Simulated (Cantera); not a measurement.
A perfectly stirred reactor is fed with 11.4 % C2H6, 88.0 % N2, 0.537 % H2O, at 10.00 Torr; it is held at 1773 K, and followed from long to short residence time.

Cantera simulation using GRI-Mech 3.0 (53 species, 325 reactions); the numbers are that mechanism's predictions, not measurements. GRI-Mech 3.0 stops at C3 and has no aromatics, soot or wall deposition, so with more carbon than oxygen in the feed, carbon stays in small species such as C2H2 where larger ones or solid carbon would form. Radical loss at walls, strong at low pressure, is not modelled.

x: mole fraction; the columns are a selection and need not sum to one.

```tsv
τ (s)	x C2H6	x HCN	x C2H4	x CH4	x CH3	x H
13	2.09e-6	0.000498	1.99e-5	0.00212	0.000261	0.00115
4.0	6.65e-6	0.000286	4.86e-5	0.00361	0.000468	0.00118
1.3	?	?	?	?	?	0.00123
0.41	6.16e-5	9.66e-5	0.000362	0.00951	0.00144	0.00129
0.13	?	?	?	?	?	0.00138
0.041	0.000564	3.12e-5	0.00267	0.0218	0.00449	0.00148
0.013	0.00168	1.75e-5	0.00663	0.0295	0.00783	0.00160
0.0042	0.00487	9.75e-6	0.0145	0.0346	0.0133	0.00168
0.0013	0.0144	5.13e-6	0.0264	0.0318	0.0219	0.00164
0.00042	0.0377	2.36e-6	0.0298	0.0187	0.0299	0.00133
```

**Question.** Complete the blanks.

**Answer.** 
- 1.3, x C2H6: 2.00e-5
- 1.3, x HCN: 0.000168
- 1.3, x C2H4: 0.000129
- 1.3, x CH4: 0.00590
- 1.3, x CH3: 0.000815
- 0.13, x C2H6: 0.000187
- 0.13, x HCN: 5.52e-5
- 0.13, x C2H4: 0.00100
- 0.13, x CH4: 0.0148
- 0.13, x CH3: 0.00254
